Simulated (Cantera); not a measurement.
Adiabatic ignition

An adiabatic, constant-pressure homogeneous reactor starts with CH₄ : C₂H₆ : O₂ : N₂ = 1 : 0.092 : 1.11 : 4.16 (molar parts), at 1250 K and 1.00 bar.

Computed with Cantera and GRI-Mech 3.0 (53 species, 325 reactions).

```csv
t (s),T (K),x CH₄,x C₂H₆,x O₂,x H,x H₂,x H₂O,x NO
1.00e-6,1250,0.157,0.0145,0.174,9.78e-11,1.18e-10,7.76e-11,<1e-12
3.55e-6,1250,0.157,0.0145,0.174,2.24e-10,8.87e-10,1.19e-9,<1e-12
1.26e-5,1250,0.157,0.0145,0.174,8.65e-10,1.01e-8,1.63e-8,<1e-12
4.47e-5,1250,0.157,0.0145,0.174,3.48e-9,1.41e-7,2.24e-7,<1e-12
0.000159,1250,0.157,0.0144,0.174,1.87e-8,2.36e-6,3.96e-6,<1e-12
0.000563,1250,0.157,0.0144,0.174,1.39e-7,6.04e-5,0.000113,<1e-12
0.00200,1256,0.156,0.0136,0.173,4.14e-7,0.000827,0.00158,<1e-12
0.00710,2276,0.000111,9.98e-10,1.07e-6,0.00307,0.177,0.119,0.000124
0.0252,2272,6.34e-11,<1e-12,1.40e-6,0.00355,0.178,0.118,0.000112
0.0894,2272,5.88e-11,<1e-12,1.41e-6,0.00355,0.178,0.119,4.62e-5
0.317,2272,5.83e-11,<1e-12,1.41e-6,0.00356,0.178,0.119,3.23e-5
1.13,2272,5.83e-11,<1e-12,1.41e-6,0.00356,0.178,0.119,3.20e-5
4.00,2272,5.83e-11,<1e-12,1.41e-6,0.00356,0.178,0.119,3.20e-5
```
x: mole fraction; the columns are a selection and need not sum to one.

* **time of steepest temperature rise**: 5.06 ms
* **temperature at 4.00 s**: 2272 K
* **equilibrium temperature**: 2272 K
* **x(CH₄) at 4.00 s**: 5.83e-11 (gas-phase equilibrium 6.61e-11)
* **x(C₂H₆) at 4.00 s**: <1e-12 (gas-phase equilibrium <1e-12)
* **x(O₂) at 4.00 s**: 1.41e-6 (gas-phase equilibrium 1.41e-6)
